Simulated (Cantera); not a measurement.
Mixture: C₃H₈ : O₂ : N₂ = 1 : 3.85 : 19.2 (molar parts), at 34.5 atm, adiabatic and at constant pressure. Ignition delay is the time to a rise of 400 K.

Model: GRI-Mech 3.0 (53 species, 325 reactions), integrated in Cantera. GRI-Mech 3.0 was tuned for natural gas; its chemistry of propane as a main component is partial and can be far from experiment. The pressure lies above the range GRI-Mech 3.0 was tuned for (to about 10 atm).

Question: What does this change do: pressure from 34.5 atm to 15.8 atm?

Answer: 
| quantity | before | after |
|---|---|---|
| delay at 1125 K | 2.68 ms | 5.63 ms |
| delay at 1200 K | 0.769 ms | 1.48 ms |
| delay at 1275 K | 0.234 ms | 0.412 ms |
| delay at 1350 K | 77.1 µs | 0.128 ms |
| delay at 1425 K | 28.2 µs | 45.4 µs |
| delay at 1500 K | 11.7 µs | 18.7 µs |
| delay at 1575 K | 5.51 µs | 8.87 µs |
| apparent activation energy between 1425 and 1575 K | 200 kJ/mol | 200 kJ/mol |

Question: What does this change do: pressure from 34.5 atm to 1.00 atm?

Answer: 
| quantity | before | after |
|---|---|---|
| delay at 1125 K | 2.68 ms | 37.9 ms |
| delay at 1200 K | 0.769 ms | 7.50 ms |
| delay at 1275 K | 0.234 ms | 1.82 ms |
| delay at 1350 K | 77.1 µs | 0.554 ms |
| delay at 1425 K | 28.2 µs | 0.209 ms |
| delay at 1500 K | 11.7 µs | 95.2 µs |
| delay at 1575 K | 5.51 µs | 50.9 µs |
| apparent activation energy between 1425 and 1575 K | 200 kJ/mol | 180 kJ/mol |
